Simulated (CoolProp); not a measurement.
A single-stage vapour-compression cycle with C3F8 (R218): evaporating at 234.15 K (dew point), condensing at 280.15 K (bubble point), superheat 5 K, subcooling 2 K, compressor efficiency 0.75, no pressure losses. Each further row changes one setting.

The numbers come from the reference Helmholtz-energy equation of state, Lemmon 2006 in CoolProp. It is a short technical equation, of lower accuracy than the large ones.

```csv
case,cooling COP,pressure ratio,discharge temperature (K),refrigerating effect (kJ/kg),volumetric capacity (kJ/m³)
as stated,[?],5.65,280.1,64.4,584
evaporating temperature 239.15 K,[?],4.51,280.1,67.5,757
condensing temperature 275.15 K,[?],4.83,275.2,69.8,633
subcooling 7 K,2.99,5.65,280.1,69.8,633
superheat 15 K,[?],5.65,[?],71.6,[?]
compressor efficiency 0.65,2.39,5.65,[?],64.4,584
```

Task: What belongs in the gaps?

Result: 
- as stated, cooling COP: 2.76
- evaporating temperature 239.15 K, cooling COP: 3.30
- condensing temperature 275.15 K, cooling COP: 3.28
- superheat 15 K, cooling COP: 2.89
- superheat 15 K, discharge temperature (K): 289.2
- superheat 15 K, volumetric capacity (kJ/m³): 619
- compressor efficiency 0.65, discharge temperature (K): 283.3

The compression ends wet for: as stated; evaporating temperature 239.15 K; subcooling 7 K.
